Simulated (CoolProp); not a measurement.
A closed Brayton cycle with carbon dioxide: compressor inlet 312.15 K and 10 MPa, high pressure 33.1 MPa, turbine inlet 670 K, compressor efficiency 0.89, turbine efficiency 0.93, recuperator effectiveness 0.8 (on enthalpy, no pinch check). Each further row changes one setting.

The numbers come from the reference Helmholtz-energy equation of state, Span 1996 in CoolProp.

```tsv
case	thermal efficiency (%)	net work (kJ/kg)	compressor to turbine work	compressor exit (K)	turbine exit (K)
as stated	[?]	88.1	0.29	351.2	538.6
turbine inlet 620 K	27.6	75.4	0.32	351.2	[?]
compressor inlet 322.15 K	28.3	[?]	[?]	393.7	538.6
high pressure 28.1 MPa	28.5	[?]	0.26	[?]	556.0
recuperator effectiveness 0.5	[?]	88.1	0.29	351.2	538.6
```

**Question.** Fill in the missing entries.

**Answer.** 
- as stated, thermal efficiency (%): 29.8
- turbine inlet 620 K, turbine exit (K): 493.8
- compressor inlet 322.15 K, net work (kJ/kg): 75.1
- compressor inlet 322.15 K, compressor to turbine work: 0.39
- high pressure 28.1 MPa, net work (kJ/kg): 80.3
- high pressure 28.1 MPa, compressor exit (K): 344.9
- recuperator effectiveness 0.5, thermal efficiency (%): 23.9
